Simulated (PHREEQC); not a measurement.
A made-up water analysis in mmol/kgw, 45 °C, pH 8.45, pe 10.5:

```tsv
constituent	mmol/kgw
Na	133
K	28.4
Ca	10.3
Mg	1.25
Cl	163
S(6)	12.1
Alkalinity (meq/kgw)	0.121
O(0) (counted as O atoms)	0.52
Cd	1.35
```

Valence states are taken as typed.

The numbers come from PHREEQC with the ion-association model, wateq4f.dat.

The ionic strength comes out as 0.198 mol/kgw. What activity coefficients do SO4-2, CdCl3-, CdCl+, Cd(SO4)2-2, NaSO4- get?

SO4-2 0.28, CdCl3- 0.74, CdCl+ 0.74, Cd(SO4)2-2 0.30, NaSO4- 0.74.

Precipitation was switched off in this run. Examples of supersaturated solids here: Otavite. Others may be too. Species that the database lacks are ignored. Away from 25 °C the constants follow the database's enthalpies or fits; those with neither stay at their 25 °C values.
